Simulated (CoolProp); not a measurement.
A single-stage vapour-compression cycle with the fluid: evaporating at 226.15 K (dew point), condensing at 246.15 K (bubble point), superheat 2 K, subcooling 8 K, compressor efficiency 0.8, no pressure losses. The same conditions are run with several fluids, on thermodynamics alone (safety and materials aside).

Computed with CoolProp (reference Helmholtz-energy equation of state of each fluid (R134a: Tillner-Roth 1994; R143a: Lemmon and Jacobsen 2000; hydrogen sulfide: Lemmon 2006; C2F6 (R116): Lemmon 2006; R115: Lemmon 2016; n-perfluorobutane: Gao 2022)).

```json
[
 {"fluid": "R134a", "cooling COP": "8.83", "pressure ratio": "2.78", "discharge temperature (K)": "262.9", "refrigerating effect (kJ/kg)": "217", "volumetric capacity (kJ/m³)": "416"},
 {"fluid": "R143a", "cooling COP": "8.79", "pressure ratio": "2.36", "discharge temperature (K)": "260.6", "refrigerating effect (kJ/kg)": "212", "volumetric capacity (kJ/m³)": "1010"},
 {"fluid": "hydrogen sulfide", "cooling COP": "8.51", "pressure ratio": "2.24", "discharge temperature (K)": "290.2", "refrigerating effect (kJ/kg)": "508", "volumetric capacity (kJ/m³)": "1800"},
 {"fluid": "C2F6 (R116)", "cooling COP": "8.49", "pressure ratio": "2.02", "discharge temperature (K)": "250.2", "refrigerating effect (kJ/kg)": "90.4", "volumetric capacity (kJ/m³)": "3100"},
 {"fluid": "R115", "cooling COP": "8.83", "pressure ratio": "2.40", "discharge temperature (K)": "251.4", "refrigerating effect (kJ/kg)": "118", "volumetric capacity (kJ/m³)": "702"},
 {"fluid": "n-perfluorobutane", "cooling COP": "8.83", "pressure ratio": "3.11", "discharge temperature (K)": "246.2", "refrigerating effect (kJ/kg)": "100", "volumetric capacity (kJ/m³)": "134"}
]
```

The compression ends wet for: n-perfluorobutane.
